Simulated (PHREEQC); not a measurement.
Dissolve 0.004 mol/kgw HF and 0.00084 mol/kgw Na2B4O7 at 59 °C. Closed to the air; pH follows from the charge balance.

All values are PHREEQC results (ion-association model, phreeqc.dat), not measurements.

No solid was allowed to form.

Question: Predict the pH.

Answer: pH 3.50.

Question: In which forms is F present?

Answer: F- 43 %, HF 36 %, BF4- 9.4 %, BF2(OH)2- 7.5 %, BF3OH- 3.6 %, HF2- 0.5 % of the F.

Complexes and solids missing from the database can't appear. Constants without temperature data keep their 25 °C values here. Real BF4- forms and hydrolyses slowly; the run takes it at equilibrium.
